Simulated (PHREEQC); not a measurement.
Solution (25 °C): 0.023 mol/kgw K2CO3 and 7.7e-05 mol/kgw ZnCl2. Closed to the air; pH follows from the charge balance.

Equilibrium calculation in PHREEQC: ion-association model, phreeqc.dat.

Q: The ionic strength comes out as 0.0672 mol/kgw. What activity coefficients do Cl-, HCO3-, OH-, K+, CO3-2 get?

A: Cl- 0.79, HCO3- 0.81, OH- 0.79, K+ 0.79, CO3-2 0.43.

No solid was allowed to form. Saturation is exceeded, for instance for Zn(OH)2(e); the values hold only as long as no solid forms. The database's zinc carbonate complexes are estimates, stronger than later reviews accept.
